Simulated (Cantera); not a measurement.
Charge: 1 mol SiH2Cl2, 0.62 mol N2, 1.9 mol H2, held at 0.000380 bar.

These are equilibrium values from Cantera (NASA tables, ideal gas, pure condensed phases), not measurements of a reactor. Candidate condensed phases: NH4Cl, Si, Si3N4; 28 gas species. N2 is the only nitrogen source here; it is nearly inert below about 1500 K, so the nitride shown seldom forms there in practice. The tables' values for SiCl3 are old estimates; treat these amounts as uncertain. Rates play no part. All values below are at 650 °C.

Base state: H2 0.572, HCl 0.379, SiCl4 0.0364, N2 0.0122, SiHCl3 0.000196, SiCl3 7.89e-5 (mole fractions); condensed: Si3N4(s).

Problem. What changes in the equilibrium state with this change: N2 from 0.62 to 0.26 mol?

Solution. 
```tsv
species	before	after
H2	0.572	0.819
SiCl4	0.0364	0.125
HCl	0.379	0.0408
N2	0.0122	1.02e-9
SiH2Cl2	1.03e-7	6.26e-5
SiCl2	6.89e-6	0.00292
Si3N4(s), mol	0.287	0.130
Si(s), mol	0	0.130
```
